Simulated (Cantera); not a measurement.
Input: 1 mol PbCl₂, 6.7 mol H₂, equilibrated at 1073 K and 100000 Pa.

Cantera equilibrium calculation (NASA polynomials, part measured and part estimated; ideal gas, pure solids and liquids). Candidate condensed phases: Pb, PbCl₂; 10 gas species. The tables' values for PbCl₄ are old estimates; treat these amounts as uncertain. The numbers say what is thermodynamically allowed, not how fast it happens.

Base state: H₂ 0.779, HCl 0.188, PbCl₂ 0.0251, PbCl₄ 0.00476, PbCl 0.00361, Pb 7.31e-5 (mole fractions); condensed: Pb(l).

Q: What changes in the equilibrium state with this change: pressure from 100000 Pa to 270 Pa?

A: 
```tsv
species	before	after
H₂	0.779	0.745
HCl	0.188	0.153
PbCl	0.00361	0.0578
Pb	7.31e-5	0.0271
PbCl₂	0.0251	0.0173
PbCl₄	0.00476	6.15e-6
Pb(l), mol	0.743	0.166
```
